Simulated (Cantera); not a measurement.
A freely propagating, adiabatic, planar premixed flame of 38.7 % H2, 12.9 % O2, 48.4 % N2, equivalence ratio 1.5, unburnt at 423 K and 1.70 bar; mixture-averaged transport, grid criteria slope 0.08 and curve 0.16, no radiation.

Computed with Cantera and the H2/O2 subset of GRI-Mech 3.0, which has no nitrogen chemistry. Burning velocities carry a grid error of a few per cent, more on coarse grids.

### Question
Predict: laminar burning velocity; thermal thickness; peak x(H2O2); peak x(OH); peak x(H).

### Answer
```
Property                     Value
------------------------  --------
laminar burning velocity  527 cm/s
thermal thickness         0.191 mm
peak x(H2O2)               7.55e-5
peak x(OH)                 0.00957
peak x(H)                   0.0700
```
